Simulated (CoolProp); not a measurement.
Properties of normal hydrogen along the isotherm -237.55 °C.

Model: reference Helmholtz-energy equation of state, Leachman 2009, in CoolProp.

```tsv
p (kPa)	phase	Prandtl number	fugacity coefficient
2.05	gas	0.670	0.9996
4.66	gas	0.670	0.9990
10.6	gas	0.670	0.9978
24.2	gas	0.671	0.9950
55	gas	0.672	0.9886
125	gas	0.677	0.9742
285	gas	0.692	0.9415
648	gas	0.764	0.8683
```

Viscosity comes from a separate model (Muzny 2013). Thermal conductivity comes from a separate model (Assael 2011).
